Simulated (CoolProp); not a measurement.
Vapour-liquid equilibrium of m-xylene (1) + n-nonane (2) at 170.65 °C; x and y are mole fractions of (1).

Values from CoolProp's multi-fluid Helmholtz-energy mixture model, Zhou 2012 and Lemmon 2006; pair parameters Bell 2016.

```json
[
 {"x": "0.05", "bubble pressure (bar)": "1.725", "y at the bubble point": "0.078", "dew pressure at overall composition x (bar)": "1.704", "liquid density (mol/L)": "4.677"},
 {"x": "0.125", "bubble pressure (bar)": "1.803", "y at the bubble point": "0.182", "dew pressure at overall composition x (bar)": "1.760", "liquid density (mol/L)": "4.796"},
 {"x": "0.2", "bubble pressure (bar)": "1.873", "y at the bubble point": "0.274", "dew pressure at overall composition x (bar)": "1.817", "liquid density (mol/L)": "4.921"},
 {"x": "0.275", "bubble pressure (bar)": "1.935", "y at the bubble point": "0.356", "dew pressure at overall composition x (bar)": "1.874", "liquid density (mol/L)": "5.052"},
 {"x": "0.35", "bubble pressure (bar)": "1.991", "y at the bubble point": "0.431", "dew pressure at overall composition x (bar)": "1.931", "liquid density (mol/L)": "5.191"},
 {"x": "0.425", "bubble pressure (bar)": "2.039", "y at the bubble point": "0.500", "dew pressure at overall composition x (bar)": "1.986", "liquid density (mol/L)": "5.339"},
 {"x": "0.5", "bubble pressure (bar)": "2.081", "y at the bubble point": "0.565", "dew pressure at overall composition x (bar)": "2.039", "liquid density (mol/L)": "5.494"},
 {"x": "0.575", "bubble pressure (bar)": "2.117", "y at the bubble point": "0.629", "dew pressure at overall composition x (bar)": "2.087", "liquid density (mol/L)": "5.659"},
 {"x": "0.65", "bubble pressure (bar)": "2.147", "y at the bubble point": "0.690", "dew pressure at overall composition x (bar)": "2.128", "liquid density (mol/L)": "5.834"},
 {"x": "0.725", "bubble pressure (bar)": "2.172", "y at the bubble point": "0.752", "dew pressure at overall composition x (bar)": "2.162", "liquid density (mol/L)": "6.020"},
 {"x": "0.8", "bubble pressure (bar)": "2.190", "y at the bubble point": "0.815", "dew pressure at overall composition x (bar)": "2.186", "liquid density (mol/L)": "6.217"},
 {"x": "0.875", "bubble pressure (bar)": "2.202", "y at the bubble point": "0.881", "dew pressure at overall composition x (bar)": "2.202", "liquid density (mol/L)": "6.427"},
 {"x": "0.95", "bubble pressure (bar)": "2.207", "y at the bubble point": "0.950", "dew pressure at overall composition x (bar)": "2.207", "liquid density (mol/L)": "6.650"}
]
```

No azeotrope shows between x = 0.05 and 0.95.

The pair parameters rest on a limited set of measurements; away from them the model extrapolates.
